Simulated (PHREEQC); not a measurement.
## Metal-bearing waste water: speciation

A solution holds 0.013 mol FeCl3, 0.029 mol CaCl2, 0.00015 mol NaHCO3 and 9.7e-05 mol Na2SO4 per kg of water, at 20 °C. Closed to the air; pH follows from the charge balance.

Computed with PHREEQC (ion-association model, phreeqc.dat).

Precipitation was switched off in this run.

Problem. Estimate the pH, ionic strength, density.

Solution. pH 2.37; ionic strength 0.148 mol/kgw; density 1.002 g/cm³.

Problem. In which forms is S present?

Solution. FeSO4+ 59 %, SO4-2 23 %, CaSO4 13 %, HSO4- 3.7 %, FeHSO4+2 1.5 % of the S.

Examples of supersaturated solids here: Hematite (slow to form), Goethite (slow to form). Others may be too. Species that the database lacks are ignored.
